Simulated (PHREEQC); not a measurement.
Make-up at 67 °C: 0.0036 mol/kgw LiOH and 8.6e-05 mol/kgw H3BO3. Closed to the air; pH follows from the charge balance.

Computed with PHREEQC (ion-association model, phreeqc.dat).

No solid was allowed to form.

### Question
What pH does the model give?

### Answer
pH 10.37.

### Question
In which forms is B present?

### Answer
H2BO3- 97 %, H3BO3 3.4 % of the B.

Constants without temperature data keep their 25 °C values here.
